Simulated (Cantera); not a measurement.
A closed system holds: 1 mol SiHCl3, 0.064 mol HCl, 130 mol H2, 0.0038 mol Cl2, held at 850 K and 0.0400 bar.

Method: chemical equilibrium by Gibbs-energy minimisation in Cantera with the NASA 1993 tables (ideal gas, pure condensed phases). Candidate condensed phases: Si; 19 gas species. The tables' values for SiCl3 are old estimates; treat these amounts as uncertain. Rates play no part.

Base state: H2 0.992, SiCl4 0.00347, HCl 0.00259, SiHCl3 0.00220, SiH2Cl2 0.000123, SiCl3 1.98e-5 (mole fractions); condensed: Si(s).

Problem. What changes in the equilibrium state with this change: temperature from 850 K to 950 K?

Solution. 
| species | before | after |
|---|---|---|
| H2 | 0.992 | 0.988 |
| HCl | 0.00259 | 0.00694 |
| SiCl4 | 0.00347 | 0.00265 |
| SiCl2 | 8.04e-6 | 7.46e-5 |
| SiCl3 | 1.98e-5 | 7.70e-5 |
| SiHCl3 | 0.00220 | 0.00173 |
| SiH2Cl2 | 0.000123 | 0.000115 |
| Si(s), mol | 0.235 | 0.388 |
